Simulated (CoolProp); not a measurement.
A single-stage vapour-compression cycle with R113: evaporating at 288.15 K (dew point), condensing at 352.15 K (bubble point), superheat 0 K, subcooling 5 K, compressor efficiency 0.8, no pressure losses. Each further row changes one setting.

The numbers come from the reference Helmholtz-energy equation of state, Marx 1992 in CoolProp.

```
case                              cooling COP  pressure ratio  discharge temperature (K)  refrigerating effect (kJ/kg)  volumetric capacity (kJ/m³)
--------------------------------  -----------  --------------  -------------------------  ----------------------------  ---------------------------
as stated                                2.80            8.67                      352.2                          98.9                          234
evaporating temperature 293.15 K         3.17            7.03                      352.2                           102                          293
condensing temperature 347.15 K             …               …                      347.1                           104                          246
subcooling 10 K                          2.94            8.67                      352.2                           104                          246
superheat 10 K                              …            8.67                      357.5                           105                          241
compressor efficiency 0.7                2.45            8.67                          …                          98.9                          234
```

Q: What belongs in the gaps?

A: 
- condensing temperature 347.15 K, cooling COP: 3.13
- condensing temperature 347.15 K, pressure ratio: 7.57
- superheat 10 K, cooling COP: 2.85
- compressor efficiency 0.7, discharge temperature (K): 353.4

The compression ends wet for: as stated; evaporating temperature 293.15 K; condensing temperature 347.15 K; subcooling 10 K.
